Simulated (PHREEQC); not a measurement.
A made-up water analysis in mmol/kgw, 35 °C, pH 7.04, pe -1.7: Na 4.37; K 0.00746; Ca 7.48; Mg 1.05; Cl 11.5; S(6) 2.73; Alkalinity (meq/kgw) 3.63; Mn(2) 0.242; F 0.184; Zn 0.0524; B 0.0371; Li 0.0104; Fe(2) 0.141.

Valence states are taken as typed.

All values are PHREEQC results (ion-association model, phreeqc.dat), not measurements.

No solid was allowed to form.

Q: Order these S species by the share of S that they hold, largest first: SO4-2, NaSO4-, MnSO4, CaSO4, MgSO4.

A: SO4-2 (68 %), CaSO4 (24 %), MgSO4 (5.2 %), NaSO4- (0.83 %), MnSO4 (0.73 %)

Q: Order these Zn species by the share of Zn that they hold, largest first: ZnSO4, ZnHCO3+, ZnCO3, Zn+2, ZnCl+.

A: Zn+2 (63 %), ZnHCO3+ (14 %), ZnCO3 (11 %), ZnSO4 (8.2 %), ZnCl+ (1.6 %)

The pH is 7.04 and the ionic strength 0.0292 mol/kgw. The solution is supersaturated, for example in Rhodochrosite, Siderite, so a real one may precipitate; this is no full list. Species that the database lacks are ignored. Real BF4- forms and hydrolyses slowly; the run takes it at equilibrium. Fluoro complexes past AlF4- and FeF3 are missing from the database. The database's zinc carbonate complexes are estimates, stronger than later reviews accept.
